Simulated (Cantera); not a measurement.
A perfectly stirred reactor is fed with 10.4 % CH4, 18.8 % O2, 70.8 % N2, equivalence ratio 1.1, at 16.0 bar; it is adiabatic with a 300 K inlet, and is followed from long to short residence time, starting on the burning branch (τ in s: 0.027, 0.013, 0.0064, 0.0031, 0.0015, 0.00076, 0.00037, 0.00018, 8.9e-05, 4.4e-05, 2.1e-05, 1.1e-05, 5.2e-06).

Model: GRI-Mech 3.0 (53 species, 325 reactions), integrated in Cantera. The pressure lies above the range GRI-Mech 3.0 was tuned for (to about 10 atm).

x: mole fraction; the columns are a selection and need not sum to one.

```
τ (s)    T (K)     x CH4      x O2       x N2O   x C2H2       x O
-------  -----  --------  --------  ----------  -------  --------
0.027     2226   2.11e-5  0.000143  (withheld)  1.35e-7   8.15e-6
0.013     2224   3.35e-5  0.000233  (withheld)  3.29e-7   1.10e-5
0.0064    2221   4.99e-5  0.000378  (withheld)  6.91e-7   1.56e-5
0.0031    2216   7.28e-5  0.000620  (withheld)  1.34e-6   2.34e-5
0.0015    2209  0.000106   0.00101  (withheld)  2.44e-6   3.59e-5
0.00076   2199  0.000153   0.00160  (withheld)  4.23e-6   5.32e-5
0.00037   2184  0.000237   0.00258  (withheld)  7.88e-6   7.84e-5
0.00018   2161  0.000400   0.00425  (withheld)  1.64e-5  0.000108
8.9e-5    2122  0.000801   0.00746  (withheld)  4.40e-5  0.000128
4.4e-5     300     0.104     0.188      <1e-12   <1e-12    <1e-12
2.1e-5     300     0.104     0.188      <1e-12   <1e-12    <1e-12
1.1e-5     300     0.104     0.188      <1e-12   <1e-12    <1e-12
5.2e-6     300     0.104     0.188      <1e-12   <1e-12    <1e-12
```

Fill in the missing entries.


- 0.027, x N2O: 4.80e-8
- 0.013, x N2O: 5.90e-8
- 0.0064, x N2O: 7.51e-8
- 0.0031, x N2O: 9.88e-8
- 0.0015, x N2O: 1.31e-7
- 0.00076, x N2O: 1.69e-7
- 0.00037, x N2O: 2.15e-7
- 0.00018, x N2O: 2.59e-7
- 8.9e-5, x N2O: 2.82e-7
